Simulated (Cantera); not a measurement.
What does this Cantera script print?

```python
import numpy as np
import cantera as ct

gas_names = """
    H H2 Hg N NH NH2 NH3 N2 N2H2 N2H4
""".split()
cond_names = """
    Hg(cr) Hg(L)
""".split()


# ... load() reads the species with a 1 bar reference pressure and builds the phases ...
atoms = {
    'Hg': {'Hg': 1},
    'H2': {'H': 2},
    'N2': {'N': 2},
}
top_T = {}  # K; cautious upper limits of use, not melting points


# ... equilibrate(T, P, feed) seeds the gas with the atoms and calls Mixture.equilibrate('TP', solver="vcs", rtol=1e-11, max_steps=5000) ...
results = []
feed = {'Hg': 1, 'H2': 0.27, 'N2': 50}  # mol
T = 473.15  # K
P = 70  # Pa
mix = equilibrate(T, P, feed)
results.append((T, P, feed, dict(zip(mix.species_names, mix.species_moles))))
x = sorted(zip(gas.X, gas.species_names), reverse=True)
print(f"T = {T:g} K  P = {P:g} Pa  gas = {mix.phase_moles(0):.4g} mol")
print("   x: " + "  ".join(f"{s} {v:.3e}" for v, s in x if v > 0.0001))
print("   condensed (mol): " + ("  ".join(f"{mix.phase(i).name} {mix.phase_moles(i):.4g}"
      for i in range(1, mix.n_phases) if mix.phase_moles(i) > 1e-12) or "none"))
```

Result:

```
T = 473.15 K  P = 70 Pa  gas = 51.27 mol
   x: N2 9.752e-01  Hg 1.950e-02  H2 5.266e-03
   condensed (mol): none
```

Equilibrium computed with Cantera from the NASA thermochemical tables; the gas is ideal and each condensed phase is pure.
